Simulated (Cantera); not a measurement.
A perfectly stirred reactor is fed with 16.4 % NH3, 83.6 % H2, at 0.840 bar; it is held at 2298 K, and followed from long to short residence time.

Computed with Cantera and the gas-phase N/H chemistry of the illustrative SiF4/NH3 mechanism in the Surface Chemkin manual (1991). Walls and surfaces, which speed up NH3 decomposition in real reactors, are not modelled.

One state of this run: x NH3 = 0.00532; x H2 = 0.920; x NH = 2.22e-5; x N = 7.98e-6; x N2 = 0.0678; x H = 0.00715. x: mole fraction; the columns are a selection and need not sum to one.

Problem. Which value of τ (s) does it belong to?
(A) 0.54
(B) 4.6
(C) 0.022
(D) 0.064

Solution. D, 0.064
